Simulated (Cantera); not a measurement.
**MgO + I2 + O2 (chemical vapour transport)**

Feed: 1 mol MgO, 0.43 mol I2, 0.63 mol O2, held at 0.133 bar.

Cantera equilibrium calculation (NASA polynomials, part measured and part estimated; ideal gas, pure solids and liquids). Candidate condensed phases: I2, Mg, MgI2, MgO; 10 gas species. Kinetics and transport are ignored.

| T (K) | log p O2 | log p I | log p I2 | log p O | log p MgI2 | n MgO(s) |
|---|---|---|---|---|---|---|
| 973 | -1.12 | -2.03 | -1.32 | -10.73 | <-12 | 1.00 |
| 1023 | -1.13 | -1.84 | -1.36 | -10.07 | <-12 | 1.00 |
| 1073 | -1.14 | -1.68 | -1.40 | -9.47 | -12.49 | 1.00 |
| 1123 | -1.15 | -1.55 | -1.47 | -8.93 | -11.74 | 1.00 |
| 1173 | -1.17 | -1.44 | -1.55 | -8.44 | -11.08 | 1.00 |
| 1223 | -1.18 | -1.35 | -1.65 | -7.98 | -10.50 | 1.00 |
| 1273 | -1.20 | -1.28 | -1.77 | -7.57 | -9.99 | 1.00 |
| 1323 | -1.21 | -1.23 | -1.91 | -7.18 | -9.54 | 1.00 |
| 1373 | -1.22 | -1.19 | -2.06 | -6.82 | -9.16 | 1.00 |
log p: log10 of the partial pressure in bar; n: condensed amount in mol.

From 973 K to 1373 K the condensed part is MgO(s).
